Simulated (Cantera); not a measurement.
A closed system holds: 1 mol B, 23 mol N2, 0.11 mol H2, 3.4 mol H2O, at 0.0210 bar.

Method: chemical equilibrium by Gibbs-energy minimisation in Cantera with the NASA 1993 tables (ideal gas, pure condensed phases). Candidate condensed phases: B, BN, B2O3, B3O3H3, H2O; 39 gas species. Gases not in the tables: H3BO3. Rates play no part.

Q: Which condensed phases are stable at each of these points (T (K)): 1325, 1375, 1425, 1475, 1525, 1575, 1625, 1675, 1725?

A: 
| T (K) | condensed phases | B condensed (%) |
|---|---|---|
| 1325 | B2O3(l) | 80.0 |
| 1375 | B2O3(l) | 65.8 |
| 1425 | B2O3(l) | 44.0 |
| 1475 | B2O3(l) | 12.3 |
| 1525 | gas only | 0.0 |
| 1575 | gas only | 0.0 |
| 1625 | gas only | 0.0 |
| 1675 | gas only | 0.0 |
| 1725 | gas only | 0.0 |

From 1325 K to 1475 K the condensed part is B2O3(l). From 1525 K to 1725 K nothing is condensed.
